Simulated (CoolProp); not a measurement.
R134a along the isobar 4.91 MPa: fugacity coefficient from the reference equation and from simpler models built on Tc = 101.1 °C, pc = 4.059 MPa, ω = 0.327; each cubic takes its own stable root.

Values from CoolProp's reference Helmholtz-energy equation of state, Tillner-Roth 1994.

```csv
T (°C),phase,reference
-60.95,liquid,0.003644
-55.25,liquid,0.005206
-49.65,liquid,0.007231
-44.05,liquid,0.009842
-38.45,liquid,0.01315
-32.85,liquid,0.01727
-27.15,liquid,0.02243
-21.55,liquid,0.02857
-15.95,liquid,0.03589
-10.35,liquid,0.04452
-4.75,liquid,0.05457
0.95,liquid,0.06637
6.55,liquid,0.07961
```

**Question.** How far does each simpler model (van der Waals, Soave-Redlich-Kwong, Peng-Robinson) lie from the reference over these 13 states: mean and median of the absolute difference, and the worst?

**Answer.** 
- van der Waals: mean 675.0 %, median 517.5 %, worst +1707.4 % at -60.95 °C and 4.91 MPa
- Soave-Redlich-Kwong: mean 2.8 %, median 2.9 %, worst +4.5 % at 6.55 °C and 4.91 MPa
- Peng-Robinson: mean 1.4 %, median 1.1 %, worst +2.8 % at -60.95 °C and 4.91 MPa
